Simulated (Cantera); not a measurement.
An isothermal, constant-pressure homogeneous reactor starts with 38.2 % NO, 57.3 % N2, 4.58 % H2O, at 2200 K and 1.00 bar.

Computed with Cantera and GRI-Mech 3.0 (53 species, 325 reactions).

x: mole fraction; the columns are a selection and need not sum to one.

```csv
t (s),x NO,x NO2,x O,x N2O,x N2
7.00e-6,0.382,4.09e-7,1.86e-6,4.29e-6,0.573
2.44e-5,0.382,3.36e-6,3.22e-6,1.38e-5,0.573
8.53e-5,0.381,2.28e-5,1.63e-5,3.65e-5,0.572
0.000298,0.381,4.49e-5,7.93e-5,5.13e-5,0.572
0.00104,0.378,4.55e-5,0.000130,4.36e-5,0.573
0.00363,0.371,7.54e-5,0.000211,4.33e-5,0.577
0.0127,0.346,0.000126,0.000370,3.94e-5,0.590
0.0442,0.269,0.000176,0.000650,2.46e-5,0.628
0.154,…,…,…,…,0.707
0.539,0.0188,2.21e-5,0.00115,7.09e-7,0.753
1.88,0.0116,1.38e-5,0.00116,6.33e-7,0.756
6.57,0.0116,1.38e-5,0.00116,6.33e-7,0.756
22.9,0.0116,1.38e-5,0.00116,6.33e-7,0.756
80.0,0.0116,1.38e-5,0.00116,6.33e-7,0.756
```

Some entries are withheld; supply them.


- 0.154, x NO: 0.110
- 0.154, x NO2: 0.000112
- 0.154, x O: 0.00100
- 0.154, x N2O: 4.64e-6
